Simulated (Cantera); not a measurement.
An isothermal, constant-pressure homogeneous reactor starts with 33.3 % CH4, 66.7 % N2, at 1375 K and 1.00 bar.

Model: GRI-Mech 3.0 (53 species, 325 reactions), integrated in Cantera. GRI-Mech 3.0 stops at C3 and has no aromatics, soot or wall deposition, so with more carbon than oxygen in the feed, carbon stays in small species such as C2H2 where larger ones or solid carbon would form.

Question: Predict: x(CH4) at 200 s; x(C2H2) at 200 s; x(H) at 200 s; x(HCN) at 200 s.

Answer: 
| Item | Result |
|---|---|
| x(CH4) at 200 s | 0.112 (gas-phase equilibrium 0.0995) |
| x(C2H2) at 200 s | 0.0676 (gas-phase equilibrium 0.0437) |
| x(H) at 200 s | 1.68e-6 (gas-phase equilibrium 1.74e-6) |
| x(HCN) at 200 s | 3.68e-9 (gas-phase equilibrium 0.0663) |
